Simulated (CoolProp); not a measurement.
Vapour-liquid equilibrium of ethylene (1) + n-butane (2) at 0.174 MPa; x and y are mole fractions of (1).

Computed with CoolProp (multi-fluid Helmholtz-energy mixture model, Smukala 2000 and Bücker 2006; pair parameters Bell 2016).

```
x     bubble temperature (K)  y at the bubble point  dew temperature at overall composition x (K)  liquid density (mol/L)
----  ----------------------  ---------------------  --------------------------------------------  ----------------------
0.05                   251.9                  0.754                                         286.2                   10.93
0.15                   222.5                  0.951                                         282.9                   11.96
0.25                       …                  0.978                                         279.4                   12.74
0.35                       …                  0.988                                         275.4                   13.51
0.45                   198.4                  0.993                                         271.0                   14.31
0.55                       …                  0.996                                         265.9                   15.16
0.65                   189.5                  0.998                                         259.9                   16.08
0.75                   185.9                  0.999                                         252.3                   17.07
0.85                   182.8                  1.000                                             …                   18.10
0.95                   180.2                  1.000                                         222.6                   19.18
```

Fill in the missing entries.


- 0.25, bubble temperature (K): 210.9
- 0.35, bubble temperature (K): 203.9
- 0.55, bubble temperature (K): 193.7
- 0.85, dew temperature at overall composition x (K): 241.8

No azeotrope shows between x = 0.05 and 0.95.

Pair parameters are fitted to limited data, so mixtures are less certain than the pure fluids. The gap from Raoult's law changes sign with composition, which may be real or a fault of the pair parameters; it wasn't checked against measurements.
